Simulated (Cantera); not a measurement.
What does this Cantera script print?

```python
import numpy as np
import cantera as ct

gas_names = """
    CL CL2 H HCL H2 N NH NH2 NH3 N2 N2H2 N2H4 Si SiCL SiCL2 SiCL3 SiCL4 SiH SiHCL3 SiH2 SiH2CL2 SiH3
    SiH3CL SiH4 SiN Si2 Si2N Si3
""".split()
cond_names = """
    NH4CL(a) NH4CL(b) Si(cr) Si(L) Si3N4(a)
""".split()


# ... load() reads the species with a 1 bar reference pressure and builds the phases ...
atoms = {
    'SiH2Cl2': {'Si': 1, 'H': 2, 'CL': 2},
    'NH3': {'N': 1, 'H': 3},
    'N2': {'N': 2},
}
top_T = {'Si3N4(a)': 2400}  # K; cautious upper limits of use, not melting points


# ... equilibrate(T, P, feed) seeds the gas with the atoms and calls Mixture.equilibrate('TP', solver="vcs", rtol=1e-11, max_steps=5000) ...
results = []
feed = {'SiH2Cl2': 1, 'NH3': 1.2, 'N2': 1.5}  # mol
for P in [5, 17, 59, 210, 710, 2400, 8400, 29000, 100000]:
    for T in [750, 850, 950, 1050, 1150, 1250, 1350, 1450, 1550, 1650, 1750, 1850]:
        mix = equilibrate(T, P, feed)
        results.append((T, P, feed, dict(zip(mix.species_names, mix.species_moles))))

for T, P, feed, n in results:
    print(f"{T:7g} {P:10.4g}  " + (" + ".join(c for c in cond_names if n.get(c, 0) > 1e-12) or "gas only"))
```

Result:

```
    750          5  Si3N4(a)
    850          5  Si3N4(a)
    950          5  Si3N4(a)
   1050          5  Si3N4(a)
   1150          5  Si3N4(a)
   1250          5  Si3N4(a)
   1350          5  Si3N4(a)
   1450          5  Si(cr) + Si3N4(a)
   1550          5  Si(cr)
   1650          5  Si(cr)
   1750          5  Si(L)
   1850          5  gas only
    750         17  Si3N4(a)
    850         17  Si3N4(a)
    950         17  Si3N4(a)
   1050         17  Si3N4(a)
   1150         17  Si3N4(a)
   1250         17  Si3N4(a)
   1350         17  Si3N4(a)
   1450         17  Si3N4(a)
   1550         17  Si(cr)
   1650         17  Si(cr)
   1750         17  Si(L)
   1850         17  Si(L)
    750         59  Si3N4(a)
    850         59  Si3N4(a)
    950         59  Si3N4(a)
   1050         59  Si3N4(a)
   1150         59  Si3N4(a)
   1250         59  Si3N4(a)
   1350         59  Si3N4(a)
   1450         59  Si3N4(a)
   1550         59  Si3N4(a)
   1650         59  Si(cr)
   1750         59  Si(L)
   1850         59  Si(L)
    750        210  Si3N4(a)
    850        210  Si3N4(a)
    950        210  Si3N4(a)
   1050        210  Si3N4(a)
   1150        210  Si3N4(a)
   1250        210  Si3N4(a)
   1350        210  Si3N4(a)
   1450        210  Si3N4(a)
   1550        210  Si3N4(a)
   1650        210  Si3N4(a)
   1750        210  Si(L)
   1850        210  Si(L)
    750        710  Si3N4(a)
    850        710  Si3N4(a)
    950        710  Si3N4(a)
   1050        710  Si3N4(a)
   1150        710  Si3N4(a)
   1250        710  Si3N4(a)
   1350        710  Si3N4(a)
   1450        710  Si3N4(a)
   1550        710  Si3N4(a)
   1650        710  Si3N4(a)
   1750        710  Si(L)
   1850        710  Si(L)
    750       2400  Si3N4(a)
    850       2400  Si3N4(a)
    950       2400  Si3N4(a)
   1050       2400  Si3N4(a)
   1150       2400  Si3N4(a)
   1250       2400  Si3N4(a)
   1350       2400  Si3N4(a)
   1450       2400  Si3N4(a)
   1550       2400  Si3N4(a)
   1650       2400  Si3N4(a)
   1750       2400  Si3N4(a)
   1850       2400  Si(L)
    750       8400  Si3N4(a)
    850       8400  Si3N4(a)
    950       8400  Si3N4(a)
   1050       8400  Si3N4(a)
   1150       8400  Si3N4(a)
   1250       8400  Si3N4(a)
   1350       8400  Si3N4(a)
   1450       8400  Si3N4(a)
   1550       8400  Si3N4(a)
   1650       8400  Si3N4(a)
   1750       8400  Si3N4(a)
   1850       8400  Si3N4(a)
    750    2.9e+04  Si3N4(a)
    850    2.9e+04  Si3N4(a)
    950    2.9e+04  Si3N4(a)
   1050    2.9e+04  Si3N4(a)
   1150    2.9e+04  Si3N4(a)
   1250    2.9e+04  Si3N4(a)
   1350    2.9e+04  Si3N4(a)
   1450    2.9e+04  Si3N4(a)
   1550    2.9e+04  Si3N4(a)
   1650    2.9e+04  Si3N4(a)
   1750    2.9e+04  Si3N4(a)
   1850    2.9e+04  Si3N4(a)
    750      1e+05  Si3N4(a)
    850      1e+05  Si3N4(a)
    950      1e+05  Si3N4(a)
   1050      1e+05  Si3N4(a)
   1150      1e+05  Si3N4(a)
   1250      1e+05  Si3N4(a)
   1350      1e+05  Si3N4(a)
   1450      1e+05  Si3N4(a)
   1550      1e+05  Si3N4(a)
   1650      1e+05  Si3N4(a)
   1750      1e+05  Si3N4(a)
   1850      1e+05  Si3N4(a)
```

Equilibrium computed with Cantera from the NASA thermochemical tables; the gas is ideal and each condensed phase is pure. Mutual solubility and eutectic melting of coexisting phases are not modelled. The tables' values for SiCl3 are old estimates.
